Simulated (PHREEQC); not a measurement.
Dissolve 0.061 mol Na2SO4 and 0.12 mol MgCl2 per kg of water at 70 °C. Closed to the air; pH follows from the charge balance.

Equilibrium calculation in PHREEQC: Pitzer model, pitzer.dat.

The ionic strength comes out as 0.543 mol/kgw. What activity coefficients do MgOH+, SO4-2, Na+, Cl-, Mg+2 get?

MgOH+ 0.75, SO4-2 0.083, Na+ 0.69, Cl- 0.63, Mg+2 0.19. Single-ion values are on the MacInnes scale.

No solid was allowed to form. Species that the database lacks are ignored. Constants without temperature data keep their 25 °C values here.
